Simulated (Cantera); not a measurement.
# Thermodynamics of silicon carbide growth, feed SiCl4 + HCl + H2 + CH4

Feed: 1 mol SiCl4, 0.045 mol HCl, 93 mol H2, 0.19 mol CH4, equilibrated at 0.350 bar.

Method: chemical equilibrium by Gibbs-energy minimisation in Cantera with the NASA 1993 tables (ideal gas, pure condensed phases). Candidate condensed phases: C, C6H6, C7H8, C8H18, Si, SiC; 109 gas species. Mutual solubility and eutectic melting of coexisting phases are not modelled. The tables' values for SiCl3, SiCl are old estimates; treat these amounts as uncertain. Gases not in the tables: Si2H6 and higher silanes. Equilibrium is a limit: real reactors are often held back by kinetics, nucleation or transport.

From 975 K to 1075 K the condensed part is SiC(s). From 1175 K to 1675 K the condensed part is Si(s) + SiC(s). At 1775 K the condensed part is Si(l) + SiC(s). The main Si-bearing gas is SiCl4 at 975 K and SiCl2 at 1775 K. The share of Si in condensed phases is highest at 1775 K (61.5 %) and lowest at 975 K (17.6 %).

| T (K) | x H2 | x HCl | x SiCl4 | x SiCl2 | x SiHCl3 | x SiCl3 | x H | n SiC(s) | n Si(s) | n Si(l) |
|---|---|---|---|---|---|---|---|---|---|---|
| 975 | 0.980 | 0.0112 | 0.00565 | 1.84e-5 | 0.00283 | 6.05e-5 | 1.91e-9 | 0.176 | 0 | 0 |
| 1075 | 0.978 | 0.0136 | 0.00405 | 0.000270 | 0.00361 | 0.000263 | 2.45e-8 | 0.189 | 0 | 0 |
| 1175 | 0.972 | 0.0213 | 0.00234 | 0.00107 | 0.00251 | 0.000506 | 2.04e-7 | 0.189 | 0.166 | 0 |
| 1275 | 0.966 | 0.0290 | 0.000858 | 0.00226 | 0.00115 | 0.000546 | 1.22e-6 | 0.189 | 0.331 | 0 |
| 1375 | 0.963 | 0.0327 | 0.000206 | 0.00320 | 0.000387 | 0.000379 | 5.68e-6 | 0.189 | 0.402 | 0 |
| 1475 | 0.962 | 0.0337 | 4.48e-5 | 0.00371 | 0.000121 | 0.000221 | 2.15e-5 | 0.189 | 0.414 | 0 |
| 1575 | 0.962 | 0.0338 | 1.08e-5 | 0.00402 | 4.11e-5 | 0.000129 | 6.89e-5 | 0.189 | 0.407 | 0 |
| 1675 | 0.962 | 0.0336 | 3.01e-6 | 0.00423 | 1.55e-5 | 7.83e-5 | 0.000192 | 0.189 | 0.394 | 0 |
| 1775 | 0.961 | 0.0343 | 9.08e-7 | 0.00393 | 5.99e-6 | 4.59e-5 | 0.000480 | 0.189 | 0 | 0.425 |
x: gas mole fraction; n: condensed amount in mol.
